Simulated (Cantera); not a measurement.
Input: 1 mol CaCO3, 0.035 mol C, 9.6 mol H2O, held at 773.15 K and 8.30 bar.

Method: chemical equilibrium by Gibbs-energy minimisation in Cantera with the NASA 1993 tables (ideal gas, pure condensed phases). Candidate condensed phases: C, C6H6, C7H8, C8H18, Ca, CaCO3, CaO, Ca(OH)2, H2O; 115 gas species. The numbers say what is thermodynamically allowed, not how fast it happens.

Base state: H2O 0.989, H2 0.00726, CO2 0.00363 (mole fractions); condensed: CaCO3(calcite).

### Question
What changes in the equilibrium state with this change: C from 0.035 to 1.2 mol?

### Answer
```csv
species,before,after
H2O,0.989,0.770
H2,0.00726,0.112
CO2,0.00363,0.0851
CH4,1.39e-8,0.0303
CO,5.20e-6,0.00242
"CaCO3(calcite), mol",1.00,1.00
```

### Question
What changes in the equilibrium state with this change: C from 0.035 to 0.64 mol?

### Answer
```
species               before    after
-------------------  -------  -------
H2O                    0.989    0.843
H2                   0.00726   0.0938
CO2                  0.00363   0.0543
CH4                  1.39e-8  0.00800
CO                   5.20e-6  0.00118
CaCO3(calcite), mol     1.00     1.00
```

### Question
What changes in the equilibrium state with this change: H2O from 9.6 to 0.89 mol?

### Answer
| species | before | after |
|---|---|---|
| H2O | 0.989 | 0.892 |
| H2 | 0.00726 | 0.0696 |
| CO2 | 0.00363 | 0.0360 |
| CH4 | 1.39e-8 | 0.00143 |
| CO | 5.20e-6 | 0.000548 |
| CaCO3(calcite), mol | 1.00 | 1.00 |
